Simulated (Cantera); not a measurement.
**TiO₂ + H₂ + H₂O (hydrogen reduction and annealing atmospheres)**

Input: 1 mol TiO₂, 230 mol H₂, 0.38 mol H₂O, held at 0.0133 bar.

These are equilibrium values from Cantera (NASA tables, ideal gas, pure condensed phases), not measurements of a reactor. Candidate condensed phases: H₂O, Ti, TiO, TiO₂, Ti₂O₃, Ti₃O₅, Ti₄O₇; 12 gas species. Mutual solubility and eutectic melting of coexisting phases are not modelled. Condensed phases not in the tables: Magnéli phases beyond Ti₄O₇. The numbers say what is thermodynamically allowed, not how fast it happens.

From 1123 K to 1223 K the condensed part is TiO₂(rutile). At 1273 K the condensed part is TiO₂(rutile) + Ti₄O₇(s). From 1323 K to 1423 K the condensed part is Ti₄O₇(s). From 1473 K to 1723 K the condensed part is Ti₃O₅(s).

| T (K) | log p H₂ | log p H₂O | log p H | log p OH | log p TiO | log p TiO₂ | n TiO₂(rutile) | n Ti₄O₇(s) | n Ti₃O₅(s) |
|---|---|---|---|---|---|---|---|---|---|
| 1123 | -1.88 | -4.66 | -8.31 | -13.38 | <-13 | <-13 | 1.00 | 0 | 0 |
| 1173 | -1.88 | -4.66 | -7.87 | -12.81 | <-13 | <-13 | 1.00 | 0 | 0 |
| 1223 | -1.88 | -4.66 | -7.46 | -12.29 | <-13 | <-13 | 1.00 | 0 | 0 |
| 1273 | -1.88 | -4.51 | -7.08 | -11.66 | <-13 | <-13 | 0.407 | 0.148 | 0 |
| 1323 | -1.88 | -4.44 | -6.74 | -11.14 | <-13 | <-13 | 0 | 0.250 | 0 |
| 1373 | -1.88 | -4.44 | -6.42 | -10.73 | <-13 | <-13 | 0 | 0.250 | 0 |
| 1423 | -1.88 | -4.44 | -6.12 | -10.34 | -13.75 | -13.29 | 0 | 0.250 | 0 |
| 1473 | -1.88 | -4.38 | -5.84 | -9.93 | -12.93 | -12.55 | 0 | 0 | 0.333 |
| 1523 | -1.88 | -4.38 | -5.57 | -9.59 | -12.14 | -11.89 | 0 | 0 | 0.333 |
| 1573 | -1.88 | -4.38 | -5.33 | -9.28 | -11.40 | -11.27 | 0 | 0 | 0.333 |
| 1623 | -1.88 | -4.38 | -5.10 | -8.98 | -10.71 | -10.69 | 0 | 0 | 0.333 |
| 1673 | -1.88 | -4.38 | -4.88 | -8.71 | -10.06 | -10.15 | 0 | 0 | 0.333 |
| 1723 | -1.88 | -4.38 | -4.68 | -8.45 | -9.45 | -9.64 | 0 | 0 | 0.333 |
log p: log10 of the partial pressure in bar; n: condensed amount in mol.
